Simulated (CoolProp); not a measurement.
A simple Rankine cycle with water: condensing at 304.15 K, boiler at 0.18 MPa, turbine inlet 430 K, turbine efficiency 0.6, pump efficiency 0.8, no recuperator. Each further row changes one setting.

Values from CoolProp's reference Helmholtz-energy equation of state, Wagner 2002.

```
case                             thermal efficiency (%)  net work (kJ/kg)  heat in (kJ/kg)  turbine exit temperature (K)  volume ratio over the turbine
-------------------------------  ----------------------  ----------------  ---------------  ----------------------------  -----------------------------
as stated                                          12.5               331             2650                         304.1                           27.4
turbine inlet 450 K                                12.6               338             2700                         304.1                           26.5
condensing temperature 296.15 K                    13.5               364             2690                         296.2                           42.4
boiler pressure 0.126 MPa                          11.4               302             2660                         304.1                           19.4
turbine efficiency 0.5                             10.4               276             2650                         304.1                           28.1
```

The expansion ends wet for: as stated; turbine inlet 450 K; condensing temperature 296.15 K; boiler pressure 0.126 MPa; turbine efficiency 0.5.
